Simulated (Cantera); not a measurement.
Input: 1 mol PbCl₂, 1.3 mol H₂, at 1500 K and 3.00 mbar.

These are equilibrium values from Cantera (NASA tables, ideal gas, pure condensed phases), not measurements of a reactor. Candidate condensed phases: Pb, PbCl₂; 10 gas species. Kinetics and transport are ignored.

Base state: HCl 0.482, H₂ 0.188, Pb 0.167, PbCl 0.148, PbCl₂ 0.0152, Cl 0.000288, H 0.000139 (mole fractions); condensed: gas only.

### Question
What changes in the equilibrium state with this change: H₂ from 1.3 to 350 mol?

### Answer
```tsv
species	before	after
H₂	0.188	0.991
HCl	0.482	0.00567
Pb	0.167	0.00283
PbCl₂	0.0152	6.75e-9
PbCl	0.148	1.28e-5
Cl	0.000288	1.47e-6
H	0.000139	0.000320
```
